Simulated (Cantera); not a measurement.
## Fluorocarbon and chlorocarbon gases: CH3Cl + H2

Feed: 1 mol CH3Cl, 0.1 mol H2, held at 0.00930 bar.

Equilibrium computed with Cantera from the NASA thermochemical tables; the gas is ideal and each condensed phase is pure. Candidate condensed phases: C, C6H6, C7H8, C8H18; 91 gas species. The tables' values for CCl are old estimates; treat these amounts as uncertain. Kinetics and transport are ignored.

```csv
T (°C),log p H,log p H2,log p HCl,log p Cl,log p C3,log p C,log p C2,n C(graphite)
2402,-2.55,-2.53,-2.69,-2.87,-5.20,-5.80,-6.22,0.951
2477,-2.46,-2.60,-2.78,-2.81,-4.77,-5.42,-5.79,0.929
2552,-2.39,-2.68,-2.89,-2.76,-4.37,-5.06,-5.38,0.886
2627,-2.33,-2.79,-3.02,-2.73,-3.99,-4.72,-4.99,0.794
2702,-2.30,-2.92,-3.17,-2.71,-3.62,-4.40,-4.62,0.588
2777,-2.28,-3.08,-3.35,-2.72,-3.28,-4.09,-4.27,0.113
2852,-2.25,-3.23,-3.51,-2.71,-3.24,-3.90,-4.13,0
2927,-2.24,-3.37,-3.67,-2.71,-3.27,-3.73,-4.03,0
3002,-2.23,-3.52,-3.83,-2.71,-3.30,-3.58,-3.95,0
3077,-2.22,-3.67,-3.99,-2.71,-3.35,-3.43,-3.88,0
3152,-2.22,-3.83,-4.14,-2.71,-3.42,-3.30,-3.83,0
```
log p: log10 of the partial pressure in bar; n: condensed amount in mol.

From 2402 °C to 2777 °C the condensed part is C(graphite). From 2852 °C to 3152 °C nothing is condensed. The main C-bearing gas is C2H2 (acetylene) at 2402 °C and C3 at 3152 °C.
